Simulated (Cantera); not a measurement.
An adiabatic, constant-volume homogeneous reactor starts with 14.9 % CH4, 2.82 % H2, 17.2 % O2, 65.1 % N2, equivalence ratio 1.8, at 1125 K and 233 Torr.

Detailed kinetics in Cantera: GRI-Mech 3.0 (53 species, 325 reactions).

One state of this run: T (K) = 2586; P (bar) = 0.810; x CH4 = 2.39e-12; x H2 = 0.129; x O2 = 0.000130; x NO2 = 1.03e-8; x CH2O = 4.66e-9. x: mole fraction; the columns are a selection and need not sum to one.

Task: Which value of t (s) does it belong to?
(A) 0.0600
(B) 1.29
(C) 0.000600
(D) 0.0129

Result: B, 1.29
